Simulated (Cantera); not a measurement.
A freely propagating, adiabatic, planar premixed flame of H2 : O2 : N2 = 1 : 0.455 : 1.71 (molar parts), equivalence ratio 1.1, unburnt at 348 K and 13300 Pa; mixture-averaged transport, grid criteria slope 0.08 and curve 0.16, no radiation.

Cantera simulation using the H2/O2 subset of GRI-Mech 3.0, which has no nitrogen chemistry; the numbers are that mechanism's predictions, not measurements. Burning velocities carry a grid error of a few per cent, more on coarse grids.

### Question
What does this change do: inlet temperature 348 to 575 K?

### Answer
| quantity | before | after |
|---|---|---|
| laminar burning velocity | 263 cm/s | 574 cm/s |
| thermal thickness | 5.50 mm | 6.37 mm |
| peak x(O) | 0.0116 | 0.0146 |
| peak x(H) | 0.0842 | 0.0993 |
| peak x(OH) | 0.0149 | 0.0183 |
